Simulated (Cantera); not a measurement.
## Premixed flame

A freely propagating, adiabatic, planar premixed flame of 7.93 % CH₄, 19.3 % O₂, 72.7 % N₂, equivalence ratio 0.82, unburnt at 573 K and 2.70 bar; multicomponent transport, grid criteria slope 0.08 and curve 0.16, no radiation.

Cantera simulation using GRI-Mech 3.0 (53 species, 325 reactions); the numbers are that mechanism's predictions, not measurements. Burning velocities carry a grid error of a few per cent, more on coarse grids.

| z (mm) | T (K) | u (m/s) | x CH₄ | x O₂ | x NO | x CO | x N₂O | x HO₂ |
|---|---|---|---|---|---|---|---|---|
| -0.536 | 573 | 0.708 | 0.0792 | 0.193 | <1e-8 | 7.03e-6 | <1e-8 | 1.33e-7 |
| -0.357 | 577 | 0.713 | 0.0789 | 0.193 | <1e-8 | 7.02e-5 | <1e-8 | 1.32e-6 |
| -0.268 | 589 | 0.729 | 0.0781 | 0.192 | 1.99e-8 | 0.000297 | <1e-8 | 5.59e-6 |
| -0.179 | 656 | 0.815 | 0.0740 | 0.186 | 1.41e-7 | 0.00174 | <1e-8 | 3.33e-5 |
| -0.0894 | 1012 | 1.27 | 0.0523 | 0.156 | 1.53e-6 | 0.0115 | 4.35e-8 | 0.000159 |
| -0.0447 | 1383 | 1.74 | 0.0286 | 0.119 | 3.74e-6 | 0.0238 | 1.13e-7 | 0.000223 |
| 0 | 1750 | 2.22 | 0.00621 | 0.0766 | 7.35e-6 | 0.0346 | 2.43e-7 | 0.000143 |
| 0.0447 | 1910 | 2.41 | 0.000325 | 0.0536 | 1.18e-5 | 0.0293 | 4.15e-7 | 3.25e-5 |
| 0.0894 | 1975 | 2.48 | 8.71e-6 | 0.0463 | 1.52e-5 | 0.0207 | 5.31e-7 | 1.82e-5 |
| 0.179 | 2053 | 2.56 | 1.09e-8 | 0.0415 | 2.02e-5 | 0.0126 | 6.13e-7 | 1.19e-5 |
| 0.357 | 2129 | 2.65 | <1e-8 | 0.0384 | 2.76e-5 | 0.00747 | 6.66e-7 | 6.80e-6 |
| 0.715 | 2184 | 2.71 | <1e-8 | 0.0364 | 3.75e-5 | 0.00419 | 6.36e-7 | 3.94e-6 |
| 1.43 | 2212 | 2.74 | <1e-8 | 0.0355 | 5.00e-5 | 0.00235 | 5.08e-7 | 2.90e-6 |
x: mole fraction of selected species; z is measured from the peak of heat release.

- laminar burning velocity = 70.7 cm/s
- thermal thickness = 0.179 mm
- peak x(CO) = 0.0349
- peak x(HO₂) = 0.000226
- grid points = 144
